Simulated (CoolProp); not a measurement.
A single-stage vapour-compression cycle with n-perfluorohexane: evaporating at 280.15 K (dew point), condensing at 342.15 K (bubble point), superheat 0 K, subcooling 5 K, compressor efficiency 0.65, no pressure losses. Each further row changes one setting.

Values from CoolProp's reference Helmholtz-energy equation of state, Gao 2022.

| case | cooling COP | pressure ratio | discharge temperature (K) | refrigerating effect (kJ/kg) | volumetric capacity (kJ/m³) |
|---|---|---|---|---|---|
| as stated | 1.61 | 11.9 | 342.1 | 37.0 | 68.2 |
| evaporating temperature 285.15 K | 1.94 | 9.25 | 342.1 | ___ | ___ |
| condensing temperature 337.15 K | 1.94 | 10.1 | 337.1 | 42.5 | 78.3 |
| subcooling 10 K | 1.85 | 11.9 | 342.1 | 42.5 | 78.3 |
| superheat 10 K | ___ | 11.9 | 342.1 | ___ | 79.8 |
| compressor efficiency 0.55 | ___ | 11.9 | 342.1 | 37.0 | 68.2 |

Task: What belongs in the gaps?

Result: 
- evaporating temperature 285.15 K, refrigerating effect (kJ/kg): 40.9
- evaporating temperature 285.15 K, volumetric capacity (kJ/m³): 95.3
- superheat 10 K, cooling COP: 1.76
- superheat 10 K, refrigerating effect (kJ/kg): 44.9
- compressor efficiency 0.55, cooling COP: 1.36

The compression ends wet for: as stated; evaporating temperature 285.15 K; condensing temperature 337.15 K; subcooling 10 K; superheat 10 K; compressor efficiency 0.55.
